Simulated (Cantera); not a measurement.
Input (Python, Cantera) and output of one run.

```python
import numpy as np
import cantera as ct

gas_names = """
    HCL MgCL2 H2
""".split()
cond_names = """
    Mg(cr) Mg(L)
""".split()


# ... load() reads the species with a 1 bar reference pressure and builds the phases ...
species = {s.name: s for s in load("nasa_gas.yaml", gas_names) + load("nasa_condensed.yaml", cond_names)}
# Each term lists the table entries of one substance; the one whose range holds T is used.
reactions = {
    'Mg + 2 HCl(g) = MgCl2(g) + H2(g)':
        [(-1, ['Mg(cr)', 'Mg(L)']), (-2, ['HCL']), (1, ['MgCL2']), (1, ['H2'])],
}


def pick(names, T):
    return next(species[n] for n in names if species[n].thermo.min_temp <= T <= species[n].thermo.max_temp)


results = []
for label, terms in reactions.items():
    print(label)
    print("     T/K   dH/kJ  dS/(J/K)   dG/kJ   log10 K")
    for T in [1025, 1075, 1125, 1175, 1225]:
        used = [(nu, pick(names, T)) for nu, names in terms]
        dH = sum(nu * s.thermo.h(T) for nu, s in used) / 1e6
        dS = sum(nu * s.thermo.s(T) for nu, s in used) / 1e3
        dG = dH - T * dS / 1e3
        logK = -dG * 1e6 / (ct.gas_constant * T * np.log(10))
        results.append((label, T, dH, dS, dG, logK, [s.name for _, s in used]))
        print(f"{T:8g} {dH:8.1f} {dS:8.1f} {dG:8.1f} {logK:8.2f}")
```

It prints:

```
Mg + 2 HCl(g) = MgCl2(g) + H2(g)
     T/K   dH/kJ  dS/(J/K)   dG/kJ   log10 K
    1025   -215.7     -5.8   -209.8    10.69
    1075   -216.0     -6.0   -209.5    10.18
    1125   -216.3     -6.3   -209.2     9.71
    1175   -216.7     -6.6   -208.9     9.29
    1225   -217.0     -6.9   -208.6     8.89
```

Cantera with NASA thermochemical tables; ideal gases at 1 bar, condensed phases pure. Condensed species are held in their standard states even where they would react or evaporate.
